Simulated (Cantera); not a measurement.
What does this Cantera script print?

```python
import numpy as np
import cantera as ct

gas_names = """
    H HNO HNO2 HNO3 HO2 H2 H2O H2O2 N NH NH2 NH3 NH2OH NO NO2 NO3 N2 N2H2 N2H4 N2O O OH O2 O3 Si SiH
    SiH2 SiH3 SiH4 SiN SiO SiO2 Si2 Si2N Si3
""".split()
cond_names = """
    H2O(s) H2O(L) Si(cr) Si(L) SiO2(Lqz) SiO2(hqz) SiO2(L) Si2N2O(s) Si3N4(a)
""".split()


# ... load() reads the species with a 1 bar reference pressure and builds the phases ...
atoms = {
    'Si3N4': {'Si': 3, 'N': 4},
    'O2': {'O': 2},
    'H2': {'H': 2},
}
top_T = {'Si2N2O(s)': 2100, 'Si3N4(a)': 2400}  # K; cautious upper limits of use, not melting points


# ... equilibrate(T, P, feed) seeds the gas with the atoms and calls Mixture.equilibrate('TP', solver="vcs", rtol=1e-11, max_steps=5000) ...
results = []
feed = {'Si3N4': 1, 'O2': 0.068, 'H2': 4.1}  # mol
P = 100000  # Pa
for T in [1223, 1323, 1423, 1523, 1623, 1723, 1823, 1923, 2023, 2123, 2223]:
    mix = equilibrate(T, P, feed)
    results.append((T, P, feed, dict(zip(mix.species_names, mix.species_moles))))
    x = sorted(zip(gas.X, gas.species_names), reverse=True)
    print(f"T = {T:g} K  P = {P:g} Pa  gas = {mix.phase_moles(0):.4g} mol")
    print("   x: " + "  ".join(f"{s} {v:.3e}" for v, s in x if v > 1e-06))
    print("   condensed (mol): " + ("  ".join(f"{mix.phase(i).name} {mix.phase_moles(i):.4g}"
          for i in range(1, mix.n_phases) if mix.phase_moles(i) > 1e-12) or "none"))
```

Result:

```
T = 1223 K  P = 100000 Pa  gas = 4.145 mol
   x: H2 9.891e-01  N2 1.093e-02  NH3 1.769e-05
   condensed (mol): Si2N2O(s) 0.136  Si3N4(a) 0.9093
T = 1323 K  P = 100000 Pa  gas = 4.145 mol
   x: H2 9.891e-01  N2 1.093e-02  NH3 1.165e-05  H 1.577e-06
   condensed (mol): Si2N2O(s) 0.136  Si3N4(a) 0.9093
T = 1423 K  P = 100000 Pa  gas = 4.145 mol
   x: H2 9.891e-01  N2 1.093e-02  NH3 8.134e-06  H 6.606e-06
   condensed (mol): Si2N2O(s) 0.136  Si3N4(a) 0.9093
T = 1523 K  P = 100000 Pa  gas = 4.145 mol
   x: H2 9.890e-01  N2 1.093e-02  H 2.298e-05  NH3 5.949e-06
   condensed (mol): Si2N2O(s) 0.136  Si3N4(a) 0.9093
T = 1623 K  P = 100000 Pa  gas = 4.145 mol
   x: H2 9.890e-01  N2 1.094e-02  H 6.874e-05  SiO 4.681e-06  NH3 4.522e-06
   condensed (mol): Si2N2O(s) 0.136  Si3N4(a) 0.9093
T = 1723 K  P = 100000 Pa  gas = 4.146 mol
   x: H2 9.888e-01  N2 1.096e-02  H 1.813e-04  SiO 5.524e-05  SiH2 6.042e-06  NH3 3.552e-06
   condensed (mol): Si2N2O(s) 0.1358  Si3N4(a) 0.9094
T = 1823 K  P = 100000 Pa  gas = 4.156 mol
   x: H2 9.863e-01  N2 1.275e-02  SiO 4.691e-04  H 4.303e-04  SiH2 3.464e-05  SiH 4.691e-06  Si 4.420e-06  NH3 3.079e-06  SiH4 1.074e-06
   condensed (mol): Si(L) 0.01034  Si2N2O(s) 0.134  Si3N4(a) 0.9065
T = 1923 K  P = 100000 Pa  gas = 4.361 mol
   x: H2 9.396e-01  N2 5.739e-02  SiO 2.007e-03  H 9.131e-04  SiH2 6.324e-05  Si 1.696e-05  SiH 1.346e-05  NH3 5.013e-06  Si2N 1.811e-06  H2O 1.604e-06  SiN 1.281e-06
   condensed (mol): Si(L) 0.3027  Si2N2O(s) 0.1272  Si3N4(a) 0.8112
T = 2023 K  P = 100000 Pa  gas = 5.324 mol
   x: H2 7.692e-01  N2 2.215e-01  SiO 7.396e-03  H 1.666e-03  SiH2 9.295e-05  Si 5.689e-05  SiH 3.209e-05  Si2N 8.489e-06  SiN 6.603e-06  NH3 6.141e-06  H2O 3.700e-06
   condensed (mol): Si(L) 1.68  Si2N2O(s) 0.09661  Si3N4(a) 0.362
T = 2123 K  P = 100000 Pa  gas = 6.246 mol
   x: H2 6.547e-01  N2 3.202e-01  SiO 2.177e-02  H 2.903e-03  Si 1.700e-04  SiH2 1.343e-04  SiH 7.110e-05  Si2N 2.236e-05  SiN 1.900e-05  H2O 7.287e-06  NH3 4.964e-06  Si2 2.327e-06
   condensed (mol): Si(L) 2.861
T = 2223 K  P = 100000 Pa  gas = 6.256 mol
   x: H2 6.525e-01  N2 3.197e-01  SiO 2.173e-02  H 5.175e-03  Si 4.598e-04  SiH2 2.164e-04  SiH 1.572e-04  Si2N 4.551e-05  SiN 4.197e-05  Si2 7.698e-06  H2O 5.836e-06  NH3 4.289e-06  Si3 1.488e-06
   condensed (mol): Si(L) 2.858
```

These are equilibrium values from Cantera (NASA tables, ideal gas, pure condensed phases), not measurements of a reactor. Mutual solubility and eutectic melting of coexisting phases are not modelled. The tables' values for SiN are old estimates; treat these amounts as uncertain. Gases not in the tables: Si2H6 and higher silanes.
